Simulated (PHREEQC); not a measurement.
1 kg of water holding 0.0078 mol/kgw Na2SO4, 0.039 mol/kgw K2SO4 and 0.38 mol/kgw MgSO4 is evaporated at 90 °C; the solids stay in contact with the brine. The system is closed to CO2. Only these solids could form: Arcanite, Bloedite, Brucite, Epsomite, Glaserite, Hexahydrite, Kieserite, Leonite, Mirabilite, Misenite, Schoenite, Thenardite.

The numbers come from PHREEQC with the Pitzer model, pitzer.dat.

```json
[
 {"water left (kg)": "1", "ionic strength": "1.66", "water activity": "0.992", "Na in solution (mol/kgw)": "0.0156"},
 {"water left (kg)": "0.8219", "ionic strength": "2.02", "water activity": "0.990", "Na in solution (mol/kgw)": "0.0190"},
 {"water left (kg)": "0.6755", "ionic strength": "2.46", "water activity": "0.989", "Na in solution (mol/kgw)": "0.0231"},
 {"water left (kg)": "0.5552", "ionic strength": "2.99", "water activity": "0.986", "Na in solution (mol/kgw)": "0.0281"},
 {"water left (kg)": "0.4563", "ionic strength": "3.64", "water activity": "0.984", "Na in solution (mol/kgw)": "0.0342"},
 {"water left (kg)": "0.375", "ionic strength": "4.43", "water activity": "0.980", "Na in solution (mol/kgw)": "0.0416"},
 {"water left (kg)": "0.3082", "ionic strength": "5.39", "water activity": "0.976", "Na in solution (mol/kgw)": "0.0506"},
 {"water left (kg)": "0.2533", "ionic strength": "6.55", "water activity": "0.970", "Na in solution (mol/kgw)": "0.0616"},
 {"water left (kg)": "0.2082", "ionic strength": "7.97", "water activity": "0.961", "Na in solution (mol/kgw)": "0.0749"},
 {"water left (kg)": "0.1711", "ionic strength": "9.70", "water activity": "0.949", "Na in solution (mol/kgw)": "0.0912"},
 {"water left (kg)": "0.1407", "ionic strength": "11.8", "water activity": "0.931", "Na in solution (mol/kgw)": "0.111"},
 {"water left (kg)": "0.1156", "ionic strength": "14.4", "water activity": "0.906", "Na in solution (mol/kgw)": "0.135"},
 {"water left (kg)": "0.09502", "ionic strength": "17.5", "water activity": "0.869", "Na in solution (mol/kgw)": "0.164"}
]
```

Complexes and solids missing from the database can't appear. At this temperature some constants are extrapolated from 25 °C, and those without enthalpy data are left unchanged.
